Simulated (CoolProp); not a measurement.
R1234ze(Z) along the isotherm 440 K: Z from the reference equation and from simpler models built on Tc = 423.3 K, pc = 3.531 MPa, ω = 0.327; each cubic takes its own stable root.

Computed with CoolProp (reference Helmholtz-energy equation of state, Akasaka 2019).

| p (MPa) | phase | reference |
|---|---|---|
| 0.0279 | gas | 0.9974 |
| 0.0451 | gas | 0.9958 |
| 0.0729 | gas | 0.9932 |
| 0.118 | gas | 0.9890 |
| 0.19 | gas | 0.9822 |
| 0.307 | gas | 0.9711 |
| 0.496 | gas | 0.9529 |
| 0.802 | gas | 0.9225 |
| 1.3 | gas | 0.8706 |
| 2.09 | gas | 0.7803 |
| 3.38 | gas | 0.5982 |
| 5.46 | supercritical | 0.2682 |
| 8.83 | supercritical | 0.3464 |

Task: How far does each simpler model (van der Waals, Redlich-Kwong, Soave-Redlich-Kwong, Peng-Robinson) lie from the reference over these 13 states: mean and median of the absolute difference, and the worst?

Result: 
- van der Waals: mean 7.9 %, median 0.8 %, worst +48.1 % at 440 K and 8.83 MPa
- Redlich-Kwong: mean 4.2 %, median 0.3 %, worst +24.0 % at 440 K and 5.46 MPa
- Soave-Redlich-Kwong: mean 5.4 %, median 0.5 %, worst +31.8 % at 440 K and 5.46 MPa
- Peng-Robinson: mean 2.8 %, median 0.1 %, worst +21.2 % at 440 K and 5.46 MPa
